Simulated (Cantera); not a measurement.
A closed system holds: 1 mol AlCl3, 9.5 mol HCl, 33 mol N2, 100 mol NH3, held at 1727 °C and 75.0 Torr.

Cantera equilibrium calculation (NASA polynomials, part measured and part estimated; ideal gas, pure solids and liquids). The tables' values for AlCl2 are old estimates; treat these amounts as uncertain. Kinetics and transport are ignored.

| species | before | after |
|---|---|---|
| H2 | 0.607 | 0.609 |
| N2 | 0.339 | 0.339 |
| HCl | 0.0463 | 0.0460 |
| H | 0.00401 | 0.00133 |
| AlCl | 0.00373 | 0.00338 |
| AlCl3 | 4.59e-5 | 0.000206 |
| Cl | 0.000228 | 7.64e-5 |
| AlCl2 | 0.000297 | 0.000506 |
Gas species are given as mole fractions.

Q: What was changed between the two runs?
A. temperature from 1727 °C to 775 °C
B. temperature from 1727 °C to 1577 °C
C. temperature from 1727 °C to 802 °C
D. temperature from 1727 °C to 650 °C

A: B, temperature from 1727 °C to 1577 °C
